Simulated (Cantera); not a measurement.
Cantera run:

```python
import numpy as np
import cantera as ct

gas_names = """
    SiH4 SiCL4 CL SiH3 SiHCL3 SiH3CL HCL SiCL2 CL2
""".split()
cond_names = """

""".split()


# ... load() reads the species with a 1 bar reference pressure and builds the phases ...
species = {s.name: s for s in load("nasa_gas.yaml", gas_names) + load("nasa_condensed.yaml", cond_names)}
# Each term lists the table entries of one substance; the one whose range holds T is used.
reactions = {
    '3 SiH4(g) + SiCl4(g) = 4 Cl(g) + 4 SiH3(g)':
        [(-3, ['SiH4']), (-1, ['SiCL4']), (4, ['CL']), (4, ['SiH3'])],
    'SiHCl3(g) + 2 SiH4(g) = 3 SiH3Cl(g)':
        [(-1, ['SiHCL3']), (-2, ['SiH4']), (3, ['SiH3CL'])],
    '4 HCl(g) + SiCl2(g) = 3 Cl2(g) + SiH4(g)':
        [(-4, ['HCL']), (-1, ['SiCL2']), (3, ['CL2']), (1, ['SiH4'])],
}


def pick(names, T):
    return next(species[n] for n in names if species[n].thermo.min_temp <= T <= species[n].thermo.max_temp)


results = []
for label, terms in reactions.items():
    print(label)
    print("     T/K   dH/kJ  dS/(J/K)   dG/kJ   log10 K")
    for T in [300, 773, 873, 973, 1073, 1173, 1273, 1373, 1473]:
        used = [(nu, pick(names, T)) for nu, names in terms]
        dH = sum(nu * s.thermo.h(T) for nu, s in used) / 1e6
        dS = sum(nu * s.thermo.s(T) for nu, s in used) / 1e3
        dG = dH - T * dS / 1e3
        logK = -dG * 1e6 / (ct.gas_constant * T * np.log(10))
        results.append((label, T, dH, dS, dG, logK, [s.name for _, s in used]))
        print(f"{T:8g} {dH:8.1f} {dS:8.1f} {dG:8.1f} {logK:8.2f}")
```

Result:

```
3 SiH4(g) + SiCl4(g) = 4 Cl(g) + 4 SiH3(g)
     T/K   dH/kJ  dS/(J/K)   dG/kJ   log10 K
     300   1882.5    582.0   1707.9  -297.37
     773   1888.4    595.0   1428.4   -96.52
     873   1888.8    595.5   1368.9   -81.91
     973   1889.0    595.8   1309.3   -70.29
    1073   1889.1    595.8   1249.8   -60.84
    1173   1888.9    595.7   1190.2   -53.00
    1273   1888.7    595.5   1130.6   -46.39
    1373   1888.3    595.2   1071.1   -40.75
    1473   1887.7    594.8   1011.6   -35.87
SiHCl3(g) + 2 SiH4(g) = 3 SiH3Cl(g)
     T/K   dH/kJ  dS/(J/K)   dG/kJ   log10 K
     300      2.1     29.2     -6.7     1.16
     773      0.5     25.7    -19.3     1.31
     873      0.4     25.5    -21.9     1.31
     973      0.3     25.4    -24.4     1.31
    1073      0.2     25.3    -27.0     1.31
    1173      0.1     25.3    -29.5     1.31
    1273      0.1     25.2    -32.0     1.31
    1373     -0.0     25.1    -34.5     1.31
    1473     -0.1     25.1    -37.1     1.31
4 HCl(g) + SiCl2(g) = 3 Cl2(g) + SiH4(g)
     T/K   dH/kJ  dS/(J/K)   dG/kJ   log10 K
     300    572.1   -155.2    618.7  -107.72
     773    570.1   -161.6    695.0   -46.96
     873    571.1   -160.4    711.1   -42.55
     973    572.2   -159.1    727.1   -39.03
    1073    573.5   -157.9    742.9   -36.17
    1173    574.9   -156.7    758.7   -33.78
    1273    576.2   -155.6    774.3   -31.77
    1373    577.6   -154.5    789.8   -30.05
    1473    579.0   -153.5    805.2   -28.55
```

Standard-state values (1 bar) from the NASA 1993 polynomials, evaluated with Cantera. Condensed species are held in their standard states even where they would react or evaporate.
